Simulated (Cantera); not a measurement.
# Equilibrium for oxide etching and cleaning by halides: Al2O3 + BCl3 + O2

Feed: 1 mol Al2O3, 1.2 mol BCl3, 8.5 mol O2, equilibrated at 0.100 bar.

Equilibrium computed with Cantera from the NASA thermochemical tables; the gas is ideal and each condensed phase is pure. Candidate condensed phases: Al, AlCl3, Al2O3, B, B2O3; 30 gas species. Mutual solubility and eutectic melting of coexisting phases are not modelled. The tables' values for BOCl are old estimates; treat these amounts as uncertain. Condensed phases not in the tables: borates and borosilicate glass, alloys, solid solutions and most ternary compounds. Equilibrium is a limit: real reactors are often held back by kinetics, nucleation or transport.

From 927 °C to 1327 °C the condensed part is Al2O3(s) + B2O3(l). The main Al-bearing gas is AlCl3 throughout.

```csv
T (°C),x O2,x Cl2,x Cl,x B2O3,n Al2O3(s),n B2O3(l)
927,0.806,0.188,0.00647,9.20e-8,1.000,0.600
977,0.804,0.185,0.0106,4.41e-7,1.000,0.600
1027,0.802,0.181,0.0167,1.86e-6,1.000,0.600
1077,0.798,0.176,0.0253,7.03e-6,1.000,0.600
1127,0.793,0.169,0.0370,2.40e-5,1.000,0.599
1177,0.787,0.160,0.0522,7.51e-5,1.000,0.599
1227,0.779,0.149,0.0712,0.000217,1.000,0.596
1277,0.770,0.135,0.0939,0.000583,1.000,0.591
1327,0.758,0.119,0.120,0.00147,0.999,0.579
```
x: gas mole fraction; n: condensed amount in mol.
